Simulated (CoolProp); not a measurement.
A Linde-Hampson liquefier for ethylene: isothermal reversible compression at 320 K from 1 atm to 10 MPa, throttling to 1 atm, return gas leaving the recuperator 0 K below the feed. Each further row changes one setting.

Computed with CoolProp (reference Helmholtz-energy equation of state, Smukala 2000).

```tsv
case	liquid yield per pass	compression work (kJ/kg of gas)
as stated	0.320	386
high pressure 20 MPa	0.416	418
warm-end temperature 350 K	0.200	440
warm-end gap 5 K	0.312	386
```
